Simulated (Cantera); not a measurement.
What does this Cantera script print?

```python
import numpy as np
import cantera as ct

gas_names = """
    F F2 H HF H2 H2F2 H3F3 H4F4 H5F5 H6F6 H7F7 Si SiF SiF2 SiF3 SiF4 SiH SiHF3 SiH2 SiH2F2 SiH3 SiH3F
    SiH4 Si2 Si3
""".split()
cond_names = """
    Si(cr) Si(L)
""".split()


# ... load() reads the species with a 1 bar reference pressure and builds the phases ...
atoms = {
    'Si': {'Si': 1},
    'HF': {'H': 1, 'F': 1},
    'H2': {'H': 2},
}
top_T = {}  # K; cautious upper limits of use, not melting points


# ... equilibrate(T, P, feed) seeds the gas with the atoms and calls Mixture.equilibrate('TP', solver="vcs", rtol=1e-11, max_steps=5000) ...
results = []
feed = {'Si': 1, 'HF': 7.9, 'H2': 0.13}  # mol
T = 875  # K
P = 510  # Pa
mix = equilibrate(T, P, feed)
results.append((T, P, feed, dict(zip(mix.species_names, mix.species_moles))))
x = sorted(zip(gas.X, gas.species_names), reverse=True)
print(f"T = {T:g} K  P = {P:g} Pa  gas = {mix.phase_moles(0):.4g} mol")
print("   x: " + "  ".join(f"{s} {v:.3e}" for v, s in x if v > 0.0001))
print("   condensed (mol): " + ("  ".join(f"{mix.phase(i).name} {mix.phase_moles(i):.4g}"
      for i in range(1, mix.n_phases) if mix.phase_moles(i) > 1e-12) or "none"))
```

Result:

```
T = 875 K  P = 510 Pa  gas = 7.03 mol
   x: HF 5.548e-01  H2 3.030e-01  SiF4 1.422e-01
   condensed (mol): none
```

Method: chemical equilibrium by Gibbs-energy minimisation in Cantera with the NASA 1993 tables (ideal gas, pure condensed phases).
